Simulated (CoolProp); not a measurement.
R245fa along the isotherm 166.85 °C: density (kg/m³) from the reference equation and from simpler models built on Tc = 153.9 °C, pc = 3.651 MPa, ω = 0.378; each cubic takes its own stable root.

Model: reference Helmholtz-energy equation of state, Akasaka 2015, in CoolProp.

| p (MPa) | phase | reference |
|---|---|---|
| 1.4 | gas | 58.63 |
| 2.81 | gas | 144.6 |
| 4.21 | supercritical | 356.7 |
| 5.62 | supercritical | 758.3 |
| 7.02 | supercritical | 838.0 |
| 8.43 | supercritical | 883.8 |
| 9.83 | supercritical | 916.3 |
| 11.2 | supercritical | 941.6 |
| 12.6 | supercritical | 963.0 |
| 14 | supercritical | 981.4 |
| 15.4 | supercritical | 997.7 |
| 16.9 | supercritical | 1013 |
| 18.3 | supercritical | 1026 |

### Question
How far does each simpler model (ideal gas, Soave-Redlich-Kwong, Peng-Robinson) lie from the reference over these 13 states: mean and median of the absolute difference, and the worst?

### Answer
- ideal gas: mean 49.2 %, median 52.1 %, worst -72.8 % at 166.85 °C and 5.62 MPa
- Soave-Redlich-Kwong: mean 10.1 %, median 10.5 %, worst -19.3 % at 166.85 °C and 5.62 MPa
- Peng-Robinson: mean 3.2 %, median 1.8 %, worst -11.8 % at 166.85 °C and 5.62 MPa
